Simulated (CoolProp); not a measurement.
Methane at 293.15 K and 11.8 MPa flows at 2.5 m/s in a round tube of 20 mm bore and 45 µm roughness, fully developed (64/Re and Nu = 3.66 if laminar; Colebrook and Gnielinski if turbulent). Each further row changes one setting.

Computed with CoolProp (reference Helmholtz-energy equation of state, Setzmann 1991).

| case | Reynolds number | Darcy friction factor | pressure drop (Pa/m) | heat-transfer coefficient (W/(m² K)) | mass flow (kg/h) |
|---|---|---|---|---|---|
| as stated | 324000 | 0.0247 | 364 | 2360 | 267 |
| velocity 5 m/s | 648000 | 0.0244 | 1440 | 4670 | 534 |
| diameter 40 mm | 648000 | 0.0206 | 152 | 1970 | 1070 |

Viscosity comes from a separate model (Quiñones-Cisneros 2006). Thermal conductivity comes from a separate model (Friend 1989).
